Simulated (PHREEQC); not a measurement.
A solution holds 0.0014 mol/kgw LiOH, 0.0064 mol/kgw H3BO3 and 0.0024 mol/kgw Na2CO3, at 25 °C. Closed to the air; pH follows from the charge balance.

Computed with PHREEQC (ion-association model, phreeqc.dat).

Each row changes one thing in this solution. No solid was allowed to form.

```csv
case,pH,ionic strength (mol/kgw),H2BO3- (mol/kgw),H3BO3 (mol/kgw)
as made,9.29,0.00643,0.00352,0.00288
H3BO3 from 0.0064 to 0.00064 mol/kgw,10.99,0.00804,0.000630,[?]
H3BO3 from 0.0064 to 0.0096 mol/kgw,8.99,0.00632,0.00365,0.00595
temperature from 25 to 20 °C,9.33,0.00643,0.00353,0.00287
temperature from 25 to 10 °C,9.42,0.00642,0.00355,0.00285
Na2CO3 replaced by NaHSO4 at the same molality,[?],[?],5.03e-9,0.00640
LiOH from 0.0014 to 0.0007 mol/kgw,9.12,0.00566,0.00290,0.00350
diluted 10-fold with water,9.28,0.000641,0.000339,0.000301
```

Task: Some entries are withheld; supply them.

Result: 
- H3BO3 from 0.0064 to 0.00064 mol/kgw, H3BO3 (mol/kgw): 1.01e-5
- Na2CO3 replaced by NaHSO4 at the same molality, pH: 3.10
- Na2CO3 replaced by NaHSO4 at the same molality, ionic strength (mol/kgw): 0.00687

Species that the database lacks are ignored. Constants without temperature data keep their 25 °C values here.
